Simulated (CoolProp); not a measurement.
Vapour-liquid equilibrium of ethanol (1) + n-octane (2) at 355.5 K; x and y are mole fractions of (1).

Model: multi-fluid Helmholtz-energy mixture model, Schroeder 2014 and Beckmüller 2019; pair parameters Bell 2016, in CoolProp.

| x | bubble pressure, mixture model (bar) | bubble pressure, Raoult's law (bar) | y, mixture model | y, Raoult's law |
|---|---|---|---|---|
| 0.05 | 0.6123 | 0.3010 | 0.593 | 0.196 |
| 0.2 | 1.060 | 0.4399 | 0.779 | 0.537 |
| 0.35 | 1.148 | 0.5788 | 0.802 | 0.714 |
| 0.5 | 1.159 | 0.7177 | 0.806 | 0.823 |
| 0.65 | 1.172 | 0.8567 | 0.813 | 0.896 |
| 0.8 | 1.196 | 0.9956 | 0.845 | 0.949 |
| 0.95 | 1.199 | 1.135 | 0.940 | 0.989 |

The largest gap from Raoult's law is +141.0 % in bubble pressure, at x = 0.2. y crosses x between x = 0.8 and 0.95: the model has an azeotrope there.

Pair parameters are fitted to limited data, so mixtures are less certain than the pure fluids. With so large a gap from Raoult's law the liquid may split in two, which this calculation doesn't test in full.
